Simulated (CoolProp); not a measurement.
R123 at 278.68 K and 0.17 MPa is throttled through a valve to 0.00861 MPa with no heat exchange. Each further row changes one setting.

The numbers come from the reference Helmholtz-energy equation of state, Younglove 1994 in CoolProp. It is a modified Benedict-Webb-Rubin equation, recast in Helmholtz form.

```
case                         temperature change (K)                       final phase  final density (kg/m³)
---------------------------  ----------------------  --------------------------------  ---------------------
as stated                                     -31.4  two-phase, vapour fraction 0.161                   4.00
outlet pressure 0.00258 MPa                   -50.3  two-phase, vapour fraction 0.246                  0.847
outlet pressure 0.0112 MPa                    -26.8  two-phase, vapour fraction 0.139                   5.92
```
